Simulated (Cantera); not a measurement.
A perfectly stirred reactor is fed with NH₃ : N₂ = 1 : 1.7 (molar parts), at 9600 Pa; it is held at 2148 K, and followed from long to short residence time.

Computed with Cantera and the gas-phase N/H chemistry of the illustrative SiF4/NH3 mechanism in the Surface Chemkin manual (1991). Walls and surfaces, which speed up NH3 decomposition in real reactors, are not modelled.

Task: What does this change do: N2 1.7 to 0.41 parts?

Result: 
| quantity | before | after |
|---|---|---|
| x(NH₃) at τ = 4.40 s | 0.00429 | 0.00641 |
| x(N₂H₂) at τ = 4.40 s | 3.96e-8 | 6.14e-8 |
| x(N₂) at τ = 4.40 s | 0.594 | 0.376 |
| x(H₂) at τ = 4.40 s | 0.399 | 0.614 |
| x(N) at τ = 4.40 s | 3.48e-6 | 3.74e-6 |
| x(NH₃) at τ = 67.0 ms | 0.185 | 0.324 |
| x(N₂H₂) at τ = 67.0 ms | 2.21e-6 | 4.03e-6 |
| x(N₂) at τ = 67.0 ms | 0.612 | 0.337 |
| x(H₂) at τ = 67.0 ms | 0.202 | 0.337 |
| x(N) at τ = 67.0 ms | 2.59e-6 | 2.46e-6 |

Task: What does this change do: N2 1.7 to 3.7 parts?

Result: 
```json
[
 {"quantity": "x(NH₃) at τ = 4.40 s", "before": "0.00429", "after": "0.00281"},
 {"quantity": "x(N₂H₂) at τ = 4.40 s", "before": "3.96e-8", "after": "2.50e-8"},
 {"quantity": "x(N₂) at τ = 4.40 s", "before": "0.594", "after": "0.737"},
 {"quantity": "x(H₂) at τ = 4.40 s", "before": "0.399", "after": "0.259"},
 {"quantity": "x(N) at τ = 4.40 s", "before": "3.48e-6", "after": "3.29e-6"},
 {"quantity": "x(NH₃) at τ = 67.0 ms", "before": "0.185", "after": "0.110"},
 {"quantity": "x(N₂H₂) at τ = 67.0 ms", "before": "2.21e-6", "after": "1.30e-6"},
 {"quantity": "x(N₂) at τ = 67.0 ms", "before": "0.612", "after": "0.763"},
 {"quantity": "x(H₂) at τ = 67.0 ms", "before": "0.202", "after": "0.126"},
 {"quantity": "x(N) at τ = 67.0 ms", "before": "2.59e-6", "after": "2.68e-6"}
]
```

Task: What does this change do: NH3 1 to 2 parts?

Result: 
| quantity | before | after |
|---|---|---|
| x(NH₃) at τ = 4.40 s | 0.00429 | 0.00550 |
| x(N₂H₂) at τ = 4.40 s | 3.96e-8 | 5.18e-8 |
| x(N₂) at τ = 4.40 s | 0.594 | 0.473 |
| x(H₂) at τ = 4.40 s | 0.399 | 0.519 |
| x(N) at τ = 4.40 s | 3.48e-6 | 3.63e-6 |
| x(NH₃) at τ = 67.0 ms | 0.185 | 0.258 |
| x(N₂H₂) at τ = 67.0 ms | 2.21e-6 | 3.14e-6 |
| x(N₂) at τ = 67.0 ms | 0.612 | 0.466 |
| x(H₂) at τ = 67.0 ms | 0.202 | 0.274 |
| x(N) at τ = 67.0 ms | 2.59e-6 | 2.51e-6 |
